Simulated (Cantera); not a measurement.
Mixture: 12.1 % CH4, 11.5 % O2, 69.2 % N2, 7.15 % H2O, at 2.80 bar, adiabatic and at constant volume. Ignition delay is the time to a rise of 400 K.

Model: GRI-Mech 3.0 (53 species, 325 reactions), integrated in Cantera.

**Question.** Predict: delay at 1273 K; delay at 1423 K; delay at 1573 K; delay at 1723 K; delay at 1873 K; apparent activation energy between 1798 and 1948 K.

**Answer.** 
```
Property                                                 Value
--------------------------------------------------  ----------
delay at 1273 K                                        18.0 ms
delay at 1423 K                                        3.06 ms
delay at 1573 K                                       0.584 ms
delay at 1723 K                                       0.138 ms
delay at 1873 K                                        43.7 µs
apparent activation energy between 1798 and 1948 K  200 kJ/mol
```
